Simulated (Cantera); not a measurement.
## Ignition delay

Mixture: 11.2 % CH₄, 18.7 % O₂, 70.1 % N₂, equivalence ratio 1.2, at 4.30 bar, adiabatic and at constant volume. Ignition delay is the time to a rise of 400 K.

Computed with Cantera and GRI-Mech 3.0 (53 species, 325 reactions).

```tsv
T0 (K)	delay (ms)
1150	23.9
1225	8.79
1300	3.46
1375	1.45
1450	0.638
1525	0.297
```

```yaml
apparent activation energy between 1375 and 1525 K: 180 kJ/mol
```
